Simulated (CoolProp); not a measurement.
Vapour-liquid equilibrium of isobutene (1) + acetone (2) at 0.256 MPa; x and y are mole fractions of (1).

The numbers come from the multi-fluid Helmholtz-energy mixture model, Lemmon 2005 and Lemmon 2006; pair parameters Bell 2016 in CoolProp.

```
x     bubble temperature (K)  y at the bubble point  dew temperature at overall composition x (K)  liquid density (mol/L)
----  ----------------------  ---------------------  --------------------------------------------  ----------------------
0.05                       …                  0.355                                             …                   12.38
0.2                    318.5                      …                                             …                   12.39
0.35                   307.3                  0.860                                             …                       …
0.5                        …                  0.898                                         337.4                   11.73
0.65                   299.0                  0.922                                         327.7                       …
0.8                    296.4                  0.946                                         314.4                   10.99
0.95                   293.5                  0.982                                         296.0                   10.70
```

Question: What belongs in the gaps?

Answer: 
- 0.05, bubble temperature (K): 344.9
- 0.05, dew temperature at overall composition x (K): 357.4
- 0.2, y at the bubble point: 0.760
- 0.2, dew temperature at overall composition x (K): 351.7
- 0.35, dew temperature at overall composition x (K): 345.1
- 0.35, liquid density (mol/L): 12.10
- 0.5, bubble temperature (K): 302.1
- 0.65, liquid density (mol/L): 11.34

No azeotrope shows between x = 0.05 and 0.95.

The pair parameters rest on a limited set of measurements; away from them the model extrapolates. With so large a gap from Raoult's law the liquid may split in two, which this calculation doesn't test in full.
